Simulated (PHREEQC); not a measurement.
Make-up at 80 °C: 0.0038 mol/kgw HNO3, 0.0036 mol/kgw KNO3 and 0.023 mol/kgw KH2PO4. Closed to the air; pH follows from the charge balance.

Computed with PHREEQC (ion-association model, phreeqc.dat).

Each row changes one thing in this solution. Precipitation was switched off in this run.

```tsv
case	pH	ionic strength (mol/kgw)
as made	3.16	0.0274
temperature from 80 to 15 °C	2.95	0.0279
diluted 100-fold with water	[?]	0.000303
HNO3 left out	[?]	[?]
KH2PO4 replaced by KHCO3 at the same molality	[?]	0.0266
KNO3 left out	3.16	0.0238
```

Task: What belongs in the gaps?

Result: 
- diluted 100-fold with water, pH: 4.45
- HNO3 left out, pH: 4.64
- HNO3 left out, ionic strength (mol/kgw): 0.0268
- KH2PO4 replaced by KHCO3 at the same molality, pH: 6.96

Away from 25 °C the constants follow the database's enthalpies or fits; those with neither stay at their 25 °C values.
